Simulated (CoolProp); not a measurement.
Vapour-liquid equilibrium of toluene (1) + n-octane (2) at 0.0209 MPa; x and y are mole fractions of (1).

The numbers come from the multi-fluid Helmholtz-energy mixture model, Lemmon 2006 and Beckmüller 2019; pair parameters Bell 2016 in CoolProp.

| x | bubble temperature (°C) | y at the bubble point | dew temperature at overall composition x (°C) | liquid density (mol/L) |
|---|---|---|---|---|
| 0.05 | 75.5 | 0.104 | 76.3 | 5.852 |
| 0.2 | 71.6 | [?] | 74.0 | 6.219 |
| 0.35 | 68.8 | 0.510 | 71.5 | [?] |
| 0.5 | 66.7 | 0.637 | [?] | 7.061 |
| 0.65 | 65.2 | 0.744 | 66.5 | 7.554 |
| 0.8 | 64.1 | [?] | 64.5 | 8.108 |
| 0.95 | 63.2 | 0.958 | 63.3 | 8.738 |

### Question
Fill in the missing entries.

### Answer

- 0.2, y at the bubble point: 0.343
- 0.35, liquid density (mol/L): 6.619
- 0.5, dew temperature at overall composition x (°C): 69.0
- 0.8, y at the bubble point: 0.847

No azeotrope shows between x = 0.05 and 0.95.

The pair parameters rest on a limited set of measurements; away from them the model extrapolates.
